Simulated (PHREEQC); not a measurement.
A solution holds 0.014 mol HF, 0.13 mol H2SiF6 and 0.0005 mol HBF4 per kg of water, at 20 °C. Closed to the air; pH follows from the charge balance.

Model: ion-association model, phreeqc.dat, run in PHREEQC.

```json
[
 {"quantity": "pH", "before": "0.70", "after": "1.66"},
 {"quantity": "HF (mol/kgw)", "before": "0.0149", "after": "0.00484"},
 {"quantity": "H4SiO4 (mol/kgw)", "before": "0.000161", "after": "0.000595"},
 {"quantity": "F- (mol/kgw)", "before": "9.03e-5", "after": "0.000197"},
 {"quantity": "HF2- (mol/kgw)", "before": "4.85e-6", "after": "3.51e-6"},
 {"quantity": "SI of Chalcedony (SiO2)", "before": "-0.14", "after": "+0.39"}
]
```

Question: Name the change that produced these shifts.
A) 0.0028 mol/kgw HNO3 added
B) HBF4 replaced by (CH3)4NF at the same molality
C) HBF4 from 0.0005 to 0.005 mol/kgw
D) diluted 100-fold with water
E) diluted 10-fold with water

Answer: E, diluted 10-fold with water

This is a speciation only: nothing precipitates in the calculation. Some of these states are supersaturated (in Quartz (slow to form), Chalcedony (slow to form), for instance). SiF6-2 is the database's only silicon fluoride. Real BF4- forms and hydrolyses slowly; the run takes it at equilibrium.
